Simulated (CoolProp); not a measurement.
Vapour-liquid equilibrium of CHF3 (R23) (1) + R11 (2) at 260.1 K; x and y are mole fractions of (1).

The numbers come from the multi-fluid Helmholtz-energy mixture model, Penoncello 2003 and Jacobsen 1992; pair parameters Bell 2016 in CoolProp.

| x | bubble pressure (bar) | y at the bubble point | dew pressure at overall composition x (bar) | liquid density (mol/L) |
|---|---|---|---|---|
| 0.05 | 2.453 | 0.907 | 0.2339 | … |
| 0.15 | 6.413 | 0.963 | 0.2617 | … |
| 0.25 | 9.415 | 0.974 | 0.2968 | 12.49 |
| 0.35 | 11.38 | … | 0.3427 | 12.95 |
| 0.45 | 12.49 | 0.980 | 0.4054 | 13.42 |
| 0.55 | 13.08 | 0.981 | 0.4961 | 13.90 |
| 0.65 | 13.49 | … | … | 14.37 |
| 0.75 | 14.01 | 0.983 | 0.8973 | 14.85 |
| 0.85 | 14.87 | 0.987 | 1.506 | 15.33 |
| 0.95 | 16.27 | 0.994 | 4.701 | 15.82 |

### Question
Fill in the missing entries.

### Answer

- 0.05, liquid density (mol/L): 11.60
- 0.15, liquid density (mol/L): 12.04
- 0.35, y at the bubble point: 0.978
- 0.65, y at the bubble point: 0.982
- 0.65, dew pressure at overall composition x (bar): 0.6390

No azeotrope shows between x = 0.05 and 0.95.

The pair parameters rest on a limited set of measurements; away from them the model extrapolates. The gap from Raoult's law changes sign with composition, which may be real or a fault of the pair parameters; it wasn't checked against measurements. With so large a gap from Raoult's law the liquid may split in two, which this calculation doesn't test in full.
